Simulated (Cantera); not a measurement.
An isothermal, constant-pressure homogeneous reactor starts with 0.429 % C2H4, 1.07 % O2, 97.4 % N2, 1.07 % CH4, at 1473 K and 1.70 bar.

Model: GRI-Mech 3.0 (53 species, 325 reactions), integrated in Cantera. GRI-Mech 3.0 was tuned for natural gas; its chemistry of ethylene as a main component is partial and can be far from experiment.

One state of this run: x C2H4 = 0.000509; x O2 = 0.00137; x C2H2 = 0.00262; x H2 = 0.0112; x HCO = 6.10e-9; x H2O = 0.00830; x HCN = 1.49e-7. x: mole fraction; the columns are a selection and need not sum to one.

Which value of t (s) does it belong to?
A. 0.00407
B. 23.3
C. 0.0140
D. 0.00118

C, 0.0140
